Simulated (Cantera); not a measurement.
An isothermal, constant-pressure homogeneous reactor starts with N2O : N2 = 1 : 0.66 (molar parts), at 1475 K and 2670 Pa.

Model: GRI-Mech 3.0 (53 species, 325 reactions), integrated in Cantera. GRI-Mech 3.0 was tuned for natural gas; its chemistry of N2O as a main component is partial and can be far from experiment. Radical loss at walls, strong at low pressure, is not modelled. The temperature is held fixed by assumption; the heat of reaction is taken as removed at once.

Problem. Predict: x(N2O) at 10.0 s; x(NO) at 10.0 s; x(O2) at 10.0 s; x(O) at 10.0 s; x(NO2) at 10.0 s; x(N2) at 10.0 s.

Solution. 
| Quantity | Result |
|---|---|
| x(N2O) at 10.0 s | 8.76e-5 (gas-phase equilibrium 1.12e-8) |
| x(NO) at 10.0 s | 0.107 (gas-phase equilibrium 0.00112) |
| x(O2) at 10.0 s | 0.178 (gas-phase equilibrium 0.231) |
| x(O) at 10.0 s | 8.27e-6 (gas-phase equilibrium 8.50e-6) |
| x(NO2) at 10.0 s | 8.63e-5 (gas-phase equilibrium 1.11e-6) |
| x(N2) at 10.0 s | 0.715 (gas-phase equilibrium 0.768) |
